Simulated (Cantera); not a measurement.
What does this Cantera script print?

```python
import numpy as np
import cantera as ct

surf = ct.Interface("ptcombust.yaml", "Pt_surf")
gas = surf.adjacent["gas"]
gas.TPX = 825, 120000, {'H2': 0.0095, 'O2': 0.015, 'N2': 0.79}
surf.TP = 825, 120000
reactor = ct.FlowReactor(gas, clone=False)
reactor.area = 0.0001  # m2
reactor.surface_area_to_volume_ratio = 830  # 1/m
reactor.mass_flow_rate = 0.77 * reactor.area * gas.density  # inlet velocity 0.77 m/s
reactor.energy_enabled = False
wall = ct.ReactorSurface(surf, reactor, clone=False)
net = ct.ReactorNet([reactor])
net.rtol, net.atol = 1e-8, 1e-16
show, cover = ['H2', 'O2', 'H2O'], ['PT(S)', 'H(S)', 'O(S)', 'OH(S)', 'CO(S)', 'C(S)']

rows = []
print(f"{'z/m':>9s}{'u/(m/s)':>9s}" + "".join(f"{s:>13s}" for s in show + cover))
for z in [5.6e-05, 0.0001, 0.00018, 0.00032, 0.00056, 0.001, 0.0018, 0.0032, 0.0056]:
    net.advance(z)
    rows.append([reactor.speed, *gas[show].X, *surf[cover].coverages])
    print(f"{z:9.4g}{rows[-1][0]:9.3g}" + "".join(f"{x:13.4e}" for x in rows[-1][1:]))
```

Result:

```
      z/m  u/(m/s)           H2           O2          H2O        PT(S)         H(S)         O(S)        OH(S)        CO(S)         C(S)
  5.6e-05    0.767   2.9021e-03   1.4091e-02   8.8129e-03   4.0435e-01   4.1638e-07   5.9048e-01   5.1491e-03   2.4830e-26   1.1291e-29
   0.0001    0.766   1.7184e-03   1.3507e-02   1.0004e-02   2.5514e-01   1.8219e-07   7.4019e-01   4.6574e-03  -2.2044e-28  -6.5363e-31
  0.00018    0.766   9.3966e-04   1.3122e-02   1.0787e-02   1.6557e-01   8.8776e-08   8.3038e-01   4.0385e-03   4.0725e-27   9.1869e-30
  0.00032    0.766   4.5039e-04   1.2881e-02   1.1279e-02   1.2359e-01   5.5152e-08   8.7279e-01   3.6174e-03   3.0658e-28   7.0013e-31
  0.00056    0.766   1.6360e-04   1.2739e-02   1.1567e-02   1.0529e-01   4.2473e-08   8.9131e-01   3.3969e-03   8.2675e-27   2.1566e-29
    0.001    0.766   3.0960e-05   1.2674e-02   1.1701e-02   9.8206e-02   3.7891e-08   8.9849e-01   3.3041e-03   1.4402e-28   3.2375e-31
   0.0018    0.766   1.6692e-06   1.2659e-02   1.1730e-02   9.6746e-02   3.6970e-08   8.9996e-01   3.2844e-03   1.2459e-28   2.8009e-31
   0.0032    0.766   1.0327e-08   1.2658e-02   1.1732e-02   9.6665e-02   3.6919e-08   9.0005e-01   3.2833e-03  -9.5301e-29  -1.6367e-31
   0.0056    0.766   2.0339e-12   1.2658e-02   1.1732e-02   9.6664e-02   3.6919e-08   9.0005e-01   3.2833e-03   1.3414e-26   2.9761e-29
```

Detailed kinetics in Cantera: Deutschmann's 1995 Pt surface mechanism with GRI-Mech 3.0 gas chemistry. Catalytic surfaces can have several steady states; this one follows from the mechanism file's or the stated starting coverage. Mass transfer to the wall is taken as infinitely fast.
